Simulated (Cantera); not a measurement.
An isothermal, constant-pressure homogeneous reactor starts with C2H6 : N2 = 1 : 29 (molar parts), at 1448 K and 100.0 Torr. Integrator tolerance rtol = 1e-08.

Model: GRI-Mech 3.0 (53 species, 325 reactions), integrated in Cantera. GRI-Mech 3.0 stops at C3 and has no aromatics, soot or wall deposition, so with more carbon than oxygen in the feed, carbon stays in small species such as C2H2 where larger ones or solid carbon would form.

Task: What does this change do: temperature 1448 to 1575 K?

Result: 
| quantity | before | after |
|---|---|---|
| x(C2H6) at 300 s | 1.86e-8 (gas-phase equilibrium 4.07e-9) | 1.48e-9 (gas-phase equilibrium 4.04e-10) |
| x(C2H4) at 300 s | 0.000122 (gas-phase equilibrium 3.79e-5) | 3.57e-5 (gas-phase equilibrium 9.70e-6) |
| x(CH2) at 300 s | 1.14e-10 (gas-phase equilibrium 4.92e-11) | 5.56e-10 (gas-phase equilibrium 2.90e-10) |
| x(CH3) at 300 s | 1.45e-6 (gas-phase equilibrium 6.23e-7) | 1.33e-6 (gas-phase equilibrium 6.97e-7) |
| x(H2) at 300 s | 0.0614 (gas-phase equilibrium 0.0620) | 0.0622 (gas-phase equilibrium 0.0624) |
| x(C2H2) at 300 s | 0.0308 (gas-phase equilibrium 0.00947) | 0.0311 (gas-phase equilibrium 0.00845) |
| x(CH4) at 300 s | 0.000707 (gas-phase equilibrium 0.000303) | 0.000143 (gas-phase equilibrium 7.49e-5) |

Task: What does this change do: C2H6 1 to 0.47 parts?

Result: 
| quantity | before | after |
|---|---|---|
| x(C2H6) at 300 s | 1.86e-8 (gas-phase equilibrium 4.07e-9) | 6.25e-9 (gas-phase equilibrium 3.15e-10) |
| x(C2H4) at 300 s | 0.000122 (gas-phase equilibrium 3.79e-5) | 3.00e-5 (gas-phase equilibrium 5.88e-6) |
| x(CH2) at 300 s | 1.14e-10 (gas-phase equilibrium 4.92e-11) | 9.88e-11 (gas-phase equilibrium 1.94e-11) |
| x(CH3) at 300 s | 1.45e-6 (gas-phase equilibrium 6.23e-7) | 8.89e-7 (gas-phase equilibrium 1.73e-7) |
| x(H2) at 300 s | 0.0614 (gas-phase equilibrium 0.0620) | 0.0304 (gas-phase equilibrium 0.0308) |
| x(C2H2) at 300 s | 0.0308 (gas-phase equilibrium 0.00947) | 0.0153 (gas-phase equilibrium 0.00296) |
| x(CH4) at 300 s | 0.000707 (gas-phase equilibrium 0.000303) | 0.000308 (gas-phase equilibrium 5.94e-5) |
